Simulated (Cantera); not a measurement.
A closed system holds: 1 mol SiCl4, 1.9 mol H2, at 1200 K and 2780 Torr.

Cantera equilibrium calculation (NASA polynomials, part measured and part estimated; ideal gas, pure solids and liquids). The tables' values for SiCl3 are old estimates; treat these amounts as uncertain. The numbers say what is thermodynamically allowed, not how fast it happens.

```json
[
 {"species": "H2", "before": "0.584", "after": "0.585"},
 {"species": "SiCl4", "before": "0.274", "after": "0.275"},
 {"species": "HCl", "before": "0.0722", "after": "0.0714"},
 {"species": "SiCl3", "before": "0.00604", "after": "0.00498"},
 {"species": "SiHCl3", "before": "0.0603", "after": "0.0612"},
 {"species": "SiCl2", "before": "0.00117", "after": "0.000793"},
 {"species": "SiH3Cl", "before": "1.37e-5", "after": "1.43e-5"},
 {"species": "SiH2Cl2", "before": "0.00174", "after": "0.00179"}
]
```
Gas species are given as mole fractions.

**Question.** Which change was made?
A) temperature from 1200 K to 1325 K
B) temperature from 1200 K to 1273 K
C) temperature from 1200 K to 1000 K
D) pressure from 2780 Torr to 4200 Torr

**Answer.** D, pressure from 2780 Torr to 4200 Torr
